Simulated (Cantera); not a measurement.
What does this Cantera script print?

```python
import numpy as np
import cantera as ct

gas = ct.Solution("gri30.yaml")
gas.TPX = 550, 240000, {'H2': 1, 'O2': 0.515, 'N2': 5.1, 'NO': 0.02}
inlet = ct.Reservoir(gas, clone=True)
gas.equilibrate("HP")  # start burning
reactor = ct.IdealGasConstPressureReactor(gas, energy="on", clone=False)
exhaust = ct.Reservoir(gas, clone=True)
tau = [0.11, 0.041, 0.015, 0.0057, 0.0021, 0.0008, 0.0003, 0.00011, 4.1e-05][0]
for a, b in ((inlet, reactor), (reactor, exhaust)):
    ct.MassFlowController(a, b, mdot=lambda t: reactor.mass / tau)
net = ct.ReactorNet([reactor])
show = ['H2', 'O2', 'NO', 'H2O2', 'NO2', 'HO2', 'H2O']

rows = []
print(f"{'tau/s':>10s}{'T/K':>9s}" + "".join(f"{s:>11s}" for s in show))
for tau in [0.11, 0.041, 0.015, 0.0057, 0.0021, 0.0008, 0.0003, 0.00011, 4.1e-05]:
    net.initial_time = 0.0
    net.advance(30 * tau)
    before = gas.X
    net.advance(40 * tau)
    drift = np.max(np.abs(gas.X - before) / (gas.X + 1e-9))
    rows.append([gas.T, *gas[show].X, drift])
    print(f"{tau:10.3e}{gas.T:9.1f}" + "".join(f"{x:11.3e}" for x in gas[show].X))
```

Result:

```
     tau/s      T/K         H2         O2         NO       H2O2        NO2        HO2        H2O
 1.100e-01   1691.9  8.739e-04  3.005e-03  2.748e-03  8.685e-08  1.677e-06  7.774e-07  1.617e-01
 4.100e-02   1686.2  1.504e-03  3.295e-03  2.718e-03  1.394e-07  1.380e-06  1.398e-06  1.609e-01
 1.500e-02   1676.4  2.525e-03  3.744e-03  2.751e-03  2.212e-07  1.136e-06  2.379e-06  1.596e-01
 5.700e-03   1661.3  3.992e-03  4.401e-03  2.833e-03  3.420e-07  9.664e-07  3.730e-06  1.576e-01
 2.100e-03   1637.2  6.128e-03  5.414e-03  2.939e-03  5.396e-07  8.490e-07  5.662e-06  1.546e-01
 8.000e-04   1602.2  8.911e-03  6.846e-03  3.034e-03  8.547e-07  7.793e-07  8.278e-06  1.506e-01
 3.000e-04   1549.5  1.268e-02  8.963e-03  3.102e-03  1.400e-06  7.435e-07  1.220e-05  1.449e-01
 1.100e-04   1470.1  1.840e-02  1.237e-02  3.138e-03  2.350e-06  7.433e-07  1.895e-05  1.363e-01
 4.100e-05   1344.7  3.158e-02  1.966e-02  3.138e-03  3.707e-06  8.244e-07  3.481e-05  1.203e-01
```

Cantera simulation using GRI-Mech 3.0 (53 species, 325 reactions); the numbers are that mechanism's predictions, not measurements. The hydrogen kinetics of GRI-Mech 3.0 are dated; newer H2 mechanisms differ, most at raised pressure. The mechanism lacks 2 NO + O2 → 2 NO2 and HONO, so NO2 and the effect of NO are under-described below about 1400 K.
